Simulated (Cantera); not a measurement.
A diamond (100) surface in a fixed gas of H2 with x(CH4) = 0.024, x(CH3) = 0.00075, at 1275 K, 90.0 Torr; coverages are run to steady state.

Computed with Cantera and the Harris–Goodwin 1993 mechanism for the reconstructed diamond (100) surface.

θ: site fractions in the mechanism's names (c6HH fully hydrogenated, c6H* and c6*H radical sites, c6** diradical, c6HM methylated).

| x(H) | growth (µm/h) | θ c6HH | θ c6H* | θ c6*H | θ c6** | θ c6HM |
|---|---|---|---|---|---|---|
| 0.0001 | ? | 0.640 | 0.0283 | 0.316 | 0.00364 | 0.00286 |
| 0.00022 | ? | 0.536 | 0.0361 | 0.403 | 0.00852 | 0.00391 |
| 0.0005 | ? | 0.464 | 0.0413 | 0.461 | 0.0165 | 0.00493 |
| 0.0011 | ? | 0.424 | 0.0439 | 0.490 | 0.0254 | 0.00566 |
| 0.0025 | ? | 0.404 | 0.0452 | 0.504 | 0.0332 | 0.00596 |
| 0.0056 | ? | 0.394 | 0.0459 | 0.510 | 0.0381 | 0.00558 |
| 0.013 | ? | 0.390 | 0.0464 | 0.514 | 0.0409 | 0.00450 |
| 0.028 | ? | 0.389 | 0.0470 | 0.516 | 0.0424 | 0.00316 |
| 0.063 | ? | 0.389 | 0.0481 | 0.517 | 0.0433 | 0.00186 |

Problem. Fill in the missing entries.

Solution. 
- 0.0001, growth (µm/h): 0.886
- 0.00022, growth (µm/h): 2.55
- 0.0005, growth (µm/h): 5.90
- 0.0011, growth (µm/h): 11.1
- 0.0025, growth (µm/h): 19.4
- 0.0056, growth (µm/h): 32.3
- 0.013, growth (µm/h): 52.3
- 0.028, growth (µm/h): 73.8
- 0.063, growth (µm/h): 94.1
